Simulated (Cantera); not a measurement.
Charge: 1 mol Ca(OH)₂, a varied amount of C, 0.47 mol O₂, equilibrated at 1625 °C and 13300 Pa.

These are equilibrium values from Cantera (NASA tables, ideal gas, pure condensed phases), not measurements of a reactor. Candidate condensed phases: C, C₆H₆, C₇H₈, C₈H₁₈, Ca, CaCO₃, CaO, Ca(OH)₂, H₂O; 115 gas species. The numbers say what is thermodynamically allowed, not how fast it happens.

Task: At 0.64 mol C, list the 4 most abundant gas species with their mole fractions, and the condensed phases.

Result: H₂O 0.539, CO₂ 0.253, CO 0.137, H₂ 0.0698. Condensed: CaO(s).
